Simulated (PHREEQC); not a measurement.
A column of 0.5 m (30 cells, dispersivity 0.025 m, 3600 s a shift, diffusion coefficient 3e-10 m²/s) holds 0.037 eq of the database's cation exchanger X per kg of pore water, first in equilibrium with 0.013 mol NaCl and 1e-05 mol HCl per kg of water. It is flushed with 34 mmol/kgw ZnCl2, 1.3 mmol/kgw NaCl and 0.01 mmol/kgw HCl, at 25 °C. Values are for the last cell. CO2 from the air is kept out. Precipitation was switched off in this run.

Equilibrium calculation in PHREEQC: ion-association model, phreeqc.dat.

```csv
pore volumes,Zn in solution (mol/kgw),Na in solution (mol/kgw),Cl in solution (mol/kgw),NaX on the exchanger (mol/kgw),ZnX2 on the exchanger (mol/kgw)
0,0,0.0130,0.0130,0.0370,0
0.15,0,0.0130,0.0130,0.0370,0
0.4167,0,0.0132,0.0132,0.0370,0
0.55,0,0.0151,0.0151,0.0370,0
0.8167,0,0.0305,0.0305,0.0370,0
0.95,0,0.0410,0.0410,0.0370,0
1.217,1.69e-7,0.0571,0.0571,0.0370,5.63e-6
1.35,0.00315,0.0556,0.0619,0.0123,0.0123
1.483,0.0179,0.0292,0.0649,0.00318,0.0169
1.75,0.0291,0.00965,0.0679,0.000852,0.0181
1.883,0.0313,0.00592,0.0685,0.000507,0.0182
2.15,0.0332,0.00272,0.0691,0.000227,0.0184
2.283,0.0335,0.00208,0.0692,0.000173,0.0184
2.55,0.0339,0.00154,0.0693,0.000127,0.0184
2.683,0.0339,0.00143,0.0693,0.000118,0.0184
2.817,0.0340,0.00137,0.0693,0.000113,0.0184
3.083,0.0340,0.00132,0.0693,0.000109,0.0184
3.217,0.0340,0.00131,0.0693,0.000108,0.0184
3.483,0.0340,0.00130,0.0693,0.000108,0.0184
3.617,0.0340,0.00130,0.0693,0.000107,0.0184
3.883,0.0340,0.00130,0.0693,0.000107,0.0184
4.017,0.0340,0.00130,0.0693,0.000107,0.0184
```

Complexes and solids missing from the database can't appear.
